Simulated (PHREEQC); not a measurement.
## Acid rinse or clean: an equilibrium model

Dissolve 0.0011 mol/kgw HF, 0.036 mol/kgw ZnSO4 and 0.00026 mol/kgw KCl at 25 °C. Closed to the air; pH follows from the charge balance.

Model: ion-association model, phreeqc.dat, run in PHREEQC.

pH: 3.42
ionic strength: 0.0820 mol/kgw
density: 1.003 g/cm³
total alkalinity: -1.10 meq/kg

```
species     molality  activity   log γ
----------  --------  --------  ------
Zn+2          0.0204   0.00816  -0.397
SO4-2         0.0181   0.00719  -0.401
ZnSO4         0.0135    0.0138   0.008
Zn(SO4)2-2   0.00204  0.000803  -0.404
F-          0.000710  0.000551  -0.110
H+          0.000456  0.000380  -0.079
HSO4-       0.000335  0.000266  -0.101
HF          0.000308  0.000314   0.008
Cl-         0.000254  0.000199  -0.108
K+          0.000248  0.000193  -0.109
ZnF+         8.02e-5   6.35e-5  -0.101
KSO4-        1.22e-5   9.75e-6  -0.097
ZnCl+        5.57e-6   4.36e-6  -0.106
HF2-         8.38e-7   6.64e-7  -0.101
```

Precipitation was switched off in this run. Complexes and solids missing from the database can't appear.
